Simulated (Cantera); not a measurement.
## Equilibrium for fluorocarbon and chlorocarbon gases: C2F6

Charge: 1 mol C2F6, equilibrated at 3100 °C.

Cantera equilibrium calculation (NASA polynomials, part measured and part estimated; ideal gas, pure solids and liquids). Candidate condensed phases: C; 13 gas species. The feed counts by its element totals alone. Gases not in the tables: C2F6 and larger saturated fluorocarbons. Equilibrium is a limit: real reactors are often held back by kinetics, nucleation or transport.

```csv
P (Pa),x F,x CF2,x C,x CF,x C3,x C2,x CF3
1,0.750,1.38e-8,0.249,0.000360,9.72e-6,0.000507,<1e-12
3.60,0.751,1.77e-7,0.246,0.00128,0.000121,0.00178,<1e-12
13,0.755,2.22e-6,0.233,0.00441,0.00135,0.00579,6.49e-12
46,0.771,2.38e-5,0.192,0.0131,0.00947,0.0139,2.52e-10
170,0.802,0.000216,0.118,0.0310,0.0299,0.0193,8.77e-9
600,0.819,0.00141,0.0591,0.0560,0.0468,0.0171,2.06e-7
2200,0.813,0.00811,0.0257,0.0886,0.0519,0.0119,4.32e-6
7700,0.777,0.0374,0.0106,0.122,0.0446,0.00709,6.67e-5
28000,0.690,0.137,0.00372,0.138,0.0254,0.00317,0.000788
100000,0.574,0.307,0.000945,0.105,0.00533,0.000731,0.00525
```
x: gas mole fraction; nothing condenses.

From 1.00 Pa to 100000 Pa nothing is condensed. The main C-bearing gas is C at 1.00 Pa and CF2 at 100000 Pa.
